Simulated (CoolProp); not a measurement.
R1234yf along the isotherm 136.85 °C: fugacity coefficient from the reference equation and from simpler models built on Tc = 94.7 °C, pc = 3.384 MPa, ω = 0.276; each cubic takes its own stable root.

Computed with CoolProp (reference Helmholtz-energy equation of state, Lemmon 2022).

| p (MPa) | phase | reference |
|---|---|---|
| 1.88 | gas | 0.8709 |
| 3.76 | supercritical | 0.7498 |
| 5.64 | supercritical | 0.6367 |
| 7.52 | supercritical | 0.5428 |
| 9.4 | supercritical | 0.4784 |
| 11.3 | supercritical | 0.4343 |
| 13.2 | supercritical | 0.4034 |
| 15 | supercritical | 0.3823 |
| 16.9 | supercritical | 0.3659 |

How far does each simpler model (van der Waals, Redlich-Kwong, Soave-Redlich-Kwong) lie from the reference over these 9 states: mean and median of the absolute difference, and the worst?


- van der Waals: mean 3.4 %, median 2.1 %, worst +10.2 % at 136.85 °C and 16.9 MPa
- Redlich-Kwong: mean 1.2 %, median 1.2 %, worst -2.2 % at 136.85 °C and 5.64 MPa
- Soave-Redlich-Kwong: mean 5.9 %, median 6.3 %, worst +11.2 % at 136.85 °C and 16.9 MPa
